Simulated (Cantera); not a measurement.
Input: 1 mol NiS, 2.5 mol H2, equilibrated at 1677 °C and 1.33 mbar.

These are equilibrium values from Cantera (NASA tables, ideal gas, pure condensed phases), not measurements of a reactor. Candidate condensed phases: Ni, NiS, NiS2, Ni3S2, Ni3S4, S; 9 gas species. Equilibrium is a limit: real reactors are often held back by kinetics, nucleation or transport.

Base state: H2 0.717, S2 0.119, Ni 0.0768, H 0.0266, S 0.0214, SH 0.0186, NiS 0.0150, H2S 0.00612 (mole fractions); condensed: Ni(l).

What changes in the equilibrium state with this change: temperature from 1677 °C to 1102 °C?


| species | before | after |
|---|---|---|
| H2 | 0.717 | 0.912 |
| H2S | 0.00612 | 0.0467 |
| S2 | 0.119 | 0.0397 |
| Ni | 0.0768 | 6.11e-7 |
| NiS | 0.0150 | 2.58e-6 |
| S | 0.0214 | 4.57e-5 |
| H | 0.0266 | 8.96e-5 |
| SH | 0.0186 | 0.00179 |
| Ni(l), mol | 0.692 | 0 |
| Ni3S2(l), mol | 0 | 0.333 |
